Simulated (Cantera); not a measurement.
A closed system holds: 1 mol MgCO₃, 1.5 mol H₂S, 1.1 mol O₂, at 1275 K and 0.0900 bar.

These are equilibrium values from Cantera (NASA tables, ideal gas, pure condensed phases), not measurements of a reactor. Candidate condensed phases: C, C₆H₆, C₇H₈, C₈H₁₈, H₂O, H₂SO₄, Mg, MgCO₃, MgO, Mg(OH)₂, MgS, MgSO₄, S; 130 gas species. Gases not in the tables: S₃ to S₇. The numbers say what is thermodynamically allowed, not how fast it happens.

Task: What is the equilibrium state?

Result: 
| Item | Result |
|---|---|
| x(H₂O) | 0.388 |
| x(CO₂) | 0.267 |
| x(SO₂) | 0.137 |
| x(S₂) | 0.132 |
| x(H₂S) | 0.0287 |
| x(CO) | 0.0230 |
| x(H₂) | 0.0201 |
| x(S₂O) | 0.00234 |
| x(COS) | 0.00106 |
| n(MgO(s)) | 1.00 mol |
| gas amount | 3.435 mol |
| log10 activity of S(l) (absent) | -1.89 |
| log10 activity of C(graphite) (absent) | -5.90 |
| log10 activity of Mg(l) (absent) | -12.93 |
